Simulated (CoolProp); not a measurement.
CH2F2 (R32) along the isotherm 396 K: fugacity coefficient from the reference equation and from simpler models built on Tc = 351.3 K, pc = 5.783 MPa, ω = 0.277; each cubic takes its own stable root.

Computed with CoolProp (reference Helmholtz-energy equation of state, Tillner-Roth 1997).

```
p (MPa)          phase  reference
-------  -------------  ---------
0.723              gas     0.9688
1.45               gas     0.9381
2.17               gas     0.9082
2.89               gas     0.8790
3.61               gas     0.8503
4.34               gas     0.8217
5.06               gas     0.7941
5.78               gas     0.7670
6.51     supercritical     0.7401
7.23     supercritical     0.7140
7.95     supercritical     0.6885
8.67     supercritical     0.6636
```

Q: How far does each simpler model (van der Waals, Redlich-Kwong, Soave-Redlich-Kwong, Peng-Robinson) lie from the reference over these 12 states: mean and median of the absolute difference, and the worst?

A: 
- van der Waals: mean 1.5 %, median 1.6 %, worst +2.0 % at 396 K and 5.78 MPa
- Redlich-Kwong: mean 0.7 %, median 0.8 %, worst +0.9 % at 396 K and 7.23 MPa
- Soave-Redlich-Kwong: mean 2.5 %, median 2.5 %, worst +5.0 % at 396 K and 8.67 MPa
- Peng-Robinson: mean 0.2 %, median 0.1 %, worst +0.5 % at 396 K and 8.67 MPa
